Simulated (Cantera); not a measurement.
Cantera run:

```python
import numpy as np
import cantera as ct

gas_names = """
    C CN CO CO2 C2 CCN CNC C2N2 C2O C3 C3O2 C4 C4N2 C5 N NCO NO NO2 NO3 N2 N2O O O2 O3 Pb PbO Pb2
""".split()
cond_names = """
    C(gr) Pb(cr) Pb(L) PbO(rd) PbO(yw) PbO(L) PbO2(s) Pb3O4(s)
""".split()


def load(file, names, dense=False):
    # The tables refer to 1 bar. Condensed volumes are neglected.
    table = {s.name: s for s in ct.Species.list_from_file(file)}
    out = []
    for n in names:
        d = dict(table[n].input_data)
        d["thermo"] = dict(d["thermo"], **{"reference-pressure": 1e5})
        if dense:
            d["equation-of-state"] = {"model": "constant-volume", "density": "1e6 g/cm^3"}
        out.append(ct.Species.from_dict(d))
    return out


gas = ct.Solution(thermo="ideal-gas", species=load("nasa_gas.yaml", gas_names))
cond = {s.name: ct.Solution(thermo="fixed-stoichiometry", species=[s], name=s.name)
        for s in load("nasa_condensed.yaml", cond_names, dense=True)}
atoms = {
    'Pb': {'Pb': 1},
    'CO2': {'C': 1, 'O': 2},
    'N2': {'N': 2},
}
top_T = {'C(gr)': 4500, 'Pb3O4(s)': 820}  # K; cautious upper limits of use, not melting points


def equilibrate(T, P, feed):
    n = {}
    for name, mol in feed.items():
        for a, k in atoms[name].items():
            n[a] = n.get(a, 0.0) + k * mol
    gas.TPX = T, P, n
    mass = sum(n.values()) * gas.mean_molecular_weight
    gas.equilibrate("TP")
    valid = [c for c in cond.values() if c.min_temp <= T <= top_T.get(c.name, c.max_temp)]
    mix = ct.Mixture([(gas, mass / gas.mean_molecular_weight)] + [(c, 0.0) for c in valid])
    mix.T, mix.P = T, P
    mix.equilibrate("TP", solver="vcs", rtol=1e-11, max_steps=5000)
    return mix


results = []
feed = {'Pb': 1, 'CO2': 0.12, 'N2': 150}  # mol
T = 898.15  # K
for P in [10, 48, 230, 1100, 5500, 26000, 130000, 620000, 3000000]:
    mix = equilibrate(T, P, feed)
    results.append((T, P, feed, dict(zip(mix.species_names, mix.species_moles))))
    x = sorted(zip(gas.X, gas.species_names), reverse=True)
    print(f"T = {T:g} K  P = {P:g} Pa  gas = {mix.phase_moles(0):.4g} mol")
    print("   x: " + "  ".join(f"{s} {v:.3e}" for v, s in x if v > 0.0001))
    print("   condensed (mol): " + ("  ".join(f"{mix.phase(i).name} {mix.phase_moles(i):.4g}"
          for i in range(1, mix.n_phases) if mix.phase_moles(i) > 1e-12) or "none"))
```

Result:

```
T = 898.15 K  P = 10 Pa  gas = 151.1 mol
   x: N2 9.926e-01  Pb 6.616e-03  CO2 7.930e-04
   condensed (mol): none
T = 898.15 K  P = 48 Pa  gas = 150.5 mol
   x: N2 9.965e-01  Pb 2.709e-03  CO2 7.965e-04
   condensed (mol): Pb(L) 0.592
T = 898.15 K  P = 230 Pa  gas = 150.2 mol
   x: N2 9.986e-01  CO2 7.986e-04  Pb 5.655e-04
   condensed (mol): Pb(L) 0.915
T = 898.15 K  P = 1100 Pa  gas = 150.1 mol
   x: N2 9.991e-01  CO2 7.991e-04  Pb 1.182e-04
   condensed (mol): Pb(L) 0.9822
T = 898.15 K  P = 5500 Pa  gas = 150.1 mol
   x: N2 9.992e-01  CO2 7.993e-04
   condensed (mol): Pb(L) 0.9964
T = 898.15 K  P = 26000 Pa  gas = 150.1 mol
   x: N2 9.992e-01  CO2 7.993e-04
   condensed (mol): Pb(L) 0.9992  PbO(yw) 1.124e-06
T = 898.15 K  P = 130000 Pa  gas = 150.1 mol
   x: N2 9.992e-01  CO2 7.993e-04
   condensed (mol): Pb(L) 0.9998  PbO(yw) 4.317e-06
T = 898.15 K  P = 620000 Pa  gas = 150.1 mol
   x: N2 9.992e-01  CO2 7.993e-04
   condensed (mol): Pb(L) 1  PbO(yw) 4.948e-06
T = 898.15 K  P = 3e+06 Pa  gas = 150.1 mol
   x: N2 9.992e-01  CO2 7.993e-04
   condensed (mol): Pb(L) 1  PbO(yw) 5.081e-06
```

Equilibrium computed with Cantera from the NASA thermochemical tables; the gas is ideal and each condensed phase is pure.
